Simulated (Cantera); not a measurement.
## Adiabatic ignition

An adiabatic, constant-pressure homogeneous reactor starts with 26.0 % CO, 3.12 % H2, 10.4 % O2, 49.9 % N2, 9.88 % H2O, 0.650 % CO2, equivalence ratio 1.4, at 1425 K and 120000 Pa.

Computed with Cantera and GRI-Mech 3.0 (53 species, 325 reactions).

```json
[
 {"t (s)": "4.00e-6", "T (K)": "1425", "x CO": "0.260", "x H2": "0.0312", "x O2": "0.104", "x H": "1.97e-7", "x NO": "<1e-12"},
 {"t (s)": "1.72e-5", "T (K)": "1425", "x CO": "0.260", "x H2": "0.0311", "x O2": "0.104", "x H": "4.06e-5", "x NO": "<1e-12"},
 {"t (s)": "7.39e-5", "T (K)": "2029", "x CO": "0.139", "x H2": "0.0197", "x O2": "0.0319", "x H": "0.0287", "x NO": "2.57e-5"},
 {"t (s)": "0.000317", "T (K)": "2500", "x CO": "0.119", "x H2": "0.0132", "x O2": "0.0173", "x H": "0.00720", "x NO": "0.000217"},
 {"t (s)": "0.00136", "T (K)": "2626", "x CO": "0.109", "x H2": "0.0114", "x O2": "0.0114", "x H": "0.00421", "x NO": "0.00123"},
 {"t (s)": "0.00586", "T (K)": "2621", "x CO": "0.110", "x H2": "0.0115", "x O2": "0.0105", "x H": "0.00411", "x NO": "0.00390"},
 {"t (s)": "0.0252", "T (K)": "2618", "x CO": "0.110", "x H2": "0.0115", "x O2": "0.0101", "x H": "0.00407", "x NO": "0.00512"},
 {"t (s)": "0.108", "T (K)": "2618", "x CO": "0.110", "x H2": "0.0115", "x O2": "0.0101", "x H": "0.00407", "x NO": "0.00512"},
 {"t (s)": "0.465", "T (K)": "2618", "x CO": "0.110", "x H2": "0.0115", "x O2": "0.0101", "x H": "0.00407", "x NO": "0.00512"},
 {"t (s)": "2.00", "T (K)": "2618", "x CO": "0.110", "x H2": "0.0115", "x O2": "0.0101", "x H": "0.00407", "x NO": "0.00512"}
]
```
x: mole fraction; the columns are a selection and need not sum to one.

```json
{
  "time_of_steepest_temperature_rise": "42.9 µs",
  "temperature at 2.00 s": "2618 K",
  "equilibrium_temperature": "2618 K",
  "x(CO) at 2.00 s": "0.110 (gas-phase equilibrium 0.110)",
  "x(H2) at 2.00 s": "0.0115 (gas-phase equilibrium 0.0115)",
  "x(O2) at 2.00 s": "0.0101 (gas-phase equilibrium 0.0101)"
}
```
